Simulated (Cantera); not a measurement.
Carbothermic reduction: Fe2O3 + CH4 + H2

Input: 1 mol Fe2O3, 0.32 mol CH4, a varied amount of H2, equilibrated at 1275 K and 3.00 bar.

These are equilibrium values from Cantera (NASA tables, ideal gas, pure condensed phases), not measurements of a reactor. Candidate condensed phases: C, C6H6, C7H8, C8H18, Fe, Fe(CO)5, FeO, Fe(OH)2, Fe(OH)3, Fe2O3, Fe3O4, H2O; 114 gas species. Mutual solubility and eutectic melting of coexisting phases are not modelled. The tables' stoichiometric FeO is somewhat more stable than real wüstite, so its field is too wide. FeO: taken at fixed stoichiometry. The numbers say what is thermodynamically allowed, not how fast it happens.

```
n(H2) (mol)   x H2  x H2O    x CO    x CO2     x CH4      x H  n FeO(s)  n Fe(γ)
-----------  -----  -----  ------  -------  --------  -------  --------  -------
1.7          0.645  0.234  0.0987   0.0215  0.000110  3.42e-7      2.00        0
2.3          0.686  0.216  0.0824   0.0156  0.000119  3.52e-7      1.92   0.0753
3            0.699  0.220  0.0679   0.0129  0.000102  3.56e-7      1.76    0.243
4.1          0.712  0.225  0.0531   0.0101   8.30e-5  3.59e-7      1.49    0.507
5.5          0.723  0.228  0.0416  0.00789   6.70e-5  3.62e-7      1.16    0.842
7.5          0.731  0.231  0.0318  0.00602   5.24e-5  3.64e-7     0.678     1.32
10           0.738  0.233  0.0245  0.00465   4.12e-5  3.66e-7    0.0787     1.92
14           0.802  0.177  0.0188  0.00250   5.35e-5  3.81e-7         0     2.00
18           0.843  0.140  0.0153  0.00153   6.37e-5  3.91e-7         0     2.00
```
x: gas mole fraction; n: condensed amount in mol.

At 1.7 mol H2 the condensed part is FeO(s). From 2.3 mol H2 to 10 mol H2 the condensed part is Fe(γ) + FeO(s). From 14 mol H2 to 18 mol H2 the condensed part is Fe(γ). The main Fe-bearing gas is Fe(OH)2 throughout.
